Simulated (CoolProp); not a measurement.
R13 along the isotherm 204.9 K: fugacity coefficient from the reference equation and from simpler models built on Tc = 303.0 K, pc = 3.973 MPa, ω = 0.175; each cubic takes its own stable root.

Values from CoolProp's reference Helmholtz-energy equation of state, Platzer 1990. This equation is an older, rougher fit; its heat capacities, sound speeds and derivatives of the liquid may be far off and weren't checked against measurements.

```tsv
p (MPa)	phase	reference
0.426	liquid	0.4334
0.851	liquid	0.2208
1.28	liquid	0.1495
1.7	liquid	0.1145
2.13	liquid	0.09304
2.55	liquid	0.07909
2.98	liquid	0.06889
3.41	liquid	0.06129
3.83	liquid	0.05552
4.26	liquid	0.05081
4.68	liquid	0.04706
5.11	liquid	0.04387
5.53	liquid	0.04125
5.96	liquid	0.03895
```

Problem. How far does each simpler model (van der Waals, Redlich-Kwong, Soave-Redlich-Kwong, Peng-Robinson) lie from the reference over these 14 states: mean and median of the absolute difference, and the worst?

Solution. 
- van der Waals: mean 223.3 %, median 230.3 %, worst +249.7 % at 204.9 K and 5.96 MPa
- Redlich-Kwong: mean 32.0 %, median 32.0 %, worst +32.7 % at 204.9 K and 5.96 MPa
- Soave-Redlich-Kwong: mean 0.2 %, median 0.1 %, worst -0.4 % at 204.9 K and 0.426 MPa
- Peng-Robinson: mean 1.6 %, median 1.6 %, worst -2.7 % at 204.9 K and 5.96 MPa

At some of these states van der Waals gives the other phase, because its saturation line lies elsewhere.
